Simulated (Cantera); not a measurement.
Input: 1 mol HMDSO, 19 mol NO, 12 mol O2, held at 1223.15 K and 750 Torr.

Method: chemical equilibrium by Gibbs-energy minimisation in Cantera with the NASA 1993 tables (ideal gas, pure condensed phases). Candidate condensed phases: C, C6H6, C7H8, C8H18, H2O, Si, SiC, SiO2, Si2N2O, Si3N4; 151 gas species. The feed counts by its element totals alone. The tables hold silica as quartz up to 1696 K and as liquid above; real silica turns to tridymite and cristobalite and melts near 1996 K. Gases not in the tables: Si(OH)4. The numbers say what is thermodynamically allowed, not how fast it happens.

Problem. What is the equilibrium state?

Solution. 
```
Quantity                                    Value
--------------------------------------  ---------
x(N2)                                       0.279
x(O2)                                       0.279
x(H2O)                                      0.265
x(CO2)                                      0.176
x(NO)                                    0.000160
x(OH)                                     7.12e-6
x(NO2)                                    2.80e-6
n(SiO2(β-quartz))                        2.00 mol
gas amount                              34.00 mol
log10 activity of C(graphite) (absent)     -17.11
log10 activity of Si(s) (absent)           -28.97
```
